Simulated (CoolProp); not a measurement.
Computed with CoolProp (reference Helmholtz-energy equation of state, Lemmon 2006). It is a short technical equation, of lower accuracy than the large ones.

Task: Give the vapour pressure (MPa), liquid density (kg/m³), enthalpy of vaporisation (kJ/kg), vapour Z of saturated C3F8 (R218) at -16.55, 7.65, 31.85 °C.

Result: 
```tsv
T (°C)	p (MPa)	liquid density (kg/m³)	enthalpy of vaporisation (kJ/kg)	vapour Z
-16.55	0.233	1530	97.2	0.907
7.65	0.527	1420	86.0	0.837
31.85	1.04	1280	71.4	0.734
```
